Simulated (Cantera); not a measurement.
Charge: 1 mol SiH2Cl2, 0.074 mol C2H2, 190 mol H2, held at 19.0 mbar.

These are equilibrium values from Cantera (NASA tables, ideal gas, pure condensed phases), not measurements of a reactor. Candidate condensed phases: C, C6H6, C7H8, C8H18, Si, SiC; 109 gas species. Mutual solubility and eutectic melting of coexisting phases are not modelled. The tables' values for SiCl are old estimates; treat these amounts as uncertain. Gases not in the tables: Si2H6 and higher silanes. The numbers say what is thermodynamically allowed, not how fast it happens.

Task: At 2000 K, list the 5 most abundant gas species with their mole fractions, and the condensed phases.

Result: H2 0.976, H 0.0117, HCl 0.00969, Si 0.00229, SiCl2 0.000230. Condensed: Si(l) + SiC(s).
